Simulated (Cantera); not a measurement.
Mixture: CH4 : O2 : N2 = 1 : 5 : 18.8 (molar parts), equivalence ratio 0.40, at 1.70 bar, adiabatic and at constant volume. Ignition delay is the time to a rise of 400 K.

Detailed kinetics in Cantera: GRI-Mech 3.0 (53 species, 325 reactions).

**Question.** Predict: delay at 1025 K; delay at 1125 K; delay at 1225 K; delay at 1325 K; apparent activation energy between 1275 and 1375 K.

**Answer.** 
| Quantity | Value |
|---|---|
| delay at 1025 K | 0.257 s |
| delay at 1125 K | 51.8 ms |
| delay at 1225 K | 12.4 ms |
| delay at 1325 K | 3.47 ms |
| apparent activation energy between 1275 and 1375 K | 170 kJ/mol |
